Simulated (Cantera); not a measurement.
A closed system holds: 1 mol MgO, 0.011 mol H2, at 1300 °C and 750 Torr.

Cantera equilibrium calculation (NASA polynomials, part measured and part estimated; ideal gas, pure solids and liquids). Candidate condensed phases: H2O, Mg, MgO, Mg(OH)2; 15 gas species. Kinetics and transport are ignored.

Base state: H2 1.000, H2O 7.83e-5, Mg 7.75e-5, H 4.07e-5 (mole fractions); condensed: MgO(s).

Task: What changes in the equilibrium state with this change: pressure from 750 Torr to 0.525 Torr?

Result: 
```tsv
species	before	after
H2	1.000	0.993
H2O	7.83e-5	0.00293
Mg	7.75e-5	0.00293
H	4.07e-5	0.00153
MgO(s), mol	1.000	1.000
```

Task: What changes in the equilibrium state with this change: 0.00018 mol HF added?

Result: 
```tsv
species	before	after
H2	1.000	0.985
HF	0	0.0135
H2O	7.83e-5	0.00131
MgF2	0	0.000196
Mg	7.75e-5	4.56e-6
H	4.07e-5	4.04e-5
MgO(s), mol	1.000	1.000
MgF2(l), mol	0	1.24e-5
```
Mutual solubility and eutectic melting of coexisting phases are not modelled. Further candidate phases: MgF2.
